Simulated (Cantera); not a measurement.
Stirred combustor or abatement burner

A perfectly stirred reactor is fed with CH₄ : O₂ : N₂ = 1 : 4 : 15 (molar parts), equivalence ratio 0.50, at 3.40 bar; it is adiabatic with a 625 K inlet, and is followed from long to short residence time, starting on the burning branch (τ in s: 0.032, 0.01, 0.0033, 0.001, 0.00033, 0.0001, 3.3e-05, 1e-05, 3.3e-06).

Computed with Cantera and GRI-Mech 3.0 (53 species, 325 reactions).

```json
[
 {"τ (s)": "0.032", "T (K)": "1741", "x CH₄": "1.74e-5", "x O₂": "0.1000", "x H": "3.50e-6", "x HCN": "3.91e-9", "x OH": "0.000618", "x CH₂O": "1.73e-6"},
 {"τ (s)": "0.010", "T (K)": "1736", "x CH₄": "3.79e-5", "x O₂": "0.100", "x H": "1.01e-5", "x HCN": "5.85e-9", "x OH": "0.000852", "x CH₂O": "3.99e-6"},
 {"τ (s)": "0.0033", "T (K)": "1727", "x CH₄": "7.96e-5", "x O₂": "0.100", "x H": "2.81e-5", "x HCN": "8.61e-9", "x OH": "0.00115", "x CH₂O": "8.84e-6"},
 {"τ (s)": "0.0010", "T (K)": "1707", "x CH₄": "0.000183", "x O₂": "0.101", "x H": "8.17e-5", "x HCN": "1.37e-8", "x OH": "0.00152", "x CH₂O": "2.12e-5"},
 {"τ (s)": "0.00033", "T (K)": "1663", "x CH₄": "0.000457", "x O₂": "0.104", "x H": "0.000194", "x HCN": "2.42e-8", "x OH": "0.00174", "x CH₂O": "5.22e-5"},
 {"τ (s)": "0.00010", "T (K)": "625", "x CH₄": "0.0500", "x O₂": "0.200", "x H": "<1e-12", "x HCN": "<1e-12", "x OH": "<1e-12", "x CH₂O": "<1e-12"},
 {"τ (s)": "3.3e-5", "T (K)": "625", "x CH₄": "0.0500", "x O₂": "0.200", "x H": "<1e-12", "x HCN": "<1e-12", "x OH": "<1e-12", "x CH₂O": "<1e-12"},
 {"τ (s)": "1.0e-5", "T (K)": "625", "x CH₄": "0.0500", "x O₂": "0.200", "x H": "<1e-12", "x HCN": "<1e-12", "x OH": "<1e-12", "x CH₂O": "<1e-12"},
 {"τ (s)": "3.3e-6", "T (K)": "625", "x CH₄": "0.0500", "x O₂": "0.200", "x H": "<1e-12", "x HCN": "<1e-12", "x OH": "<1e-12", "x CH₂O": "<1e-12"}
]
```
x: mole fraction; the columns are a selection and need not sum to one.
